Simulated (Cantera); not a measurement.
## Ignition delay

Mixture: 4.71 % CH₄, 0.471 % CO, 18.5 % O₂, 69.7 % N₂, 6.59 % H₂O, equivalence ratio 0.52, at 5.00 bar, adiabatic and at constant volume. Ignition delay is the time to a rise of 400 K.

Cantera simulation using GRI-Mech 3.0 (53 species, 325 reactions); the numbers are that mechanism's predictions, not measurements.

| T0 (K) | delay (ms) |
|---|---|
| 1300 | 2.31 |
| 1400 | 0.764 |
| 1500 | 0.279 |
| 1600 | 0.112 |
| 1700 | 0.0500 |
| 1800 | 0.0246 |

```yaml
apparent activation energy between 1600 and 1800 K: 180 kJ/mol
```
